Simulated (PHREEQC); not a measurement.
A solution holds 19 mmol/kgw H3BO3 and 0.17 mmol/kgw Na2HPO4, at 25 °C. Closed to the air; pH follows from the charge balance.

The numbers come from PHREEQC with the ion-association model, phreeqc.dat.

| quantity | before | after |
|---|---|---|
| pH | 6.97 | 6.98 |
| NaHPO4- (mol/kgw) | 3.95e-8 | 1.65e-9 |

Problem. Which change was made?
(A) temperature from 25 to 10 °C
(B) 0.00039 mol/kgw H3PO4 added
(C) 0.0003 mol/kgw NaHF2 added
(D) temperature from 25 to 30 °C
(E) diluted 5-fold with water

Solution. E, diluted 5-fold with water

Precipitation was switched off in this run.
